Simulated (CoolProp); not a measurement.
Computed with CoolProp (reference Helmholtz-energy equation of state, Jacobsen 1992).

Q: For R11, give the phase and the speed of sound (m/s), isothermal compressibility (1/MPa), fugacity coefficient at 221.1 K and 132 kPa.

A: 
- 221.1 K and 132 kPa: liquid; speed of sound 1010, isothermal compressibility 0.000861, fugacity coefficient 0.0174
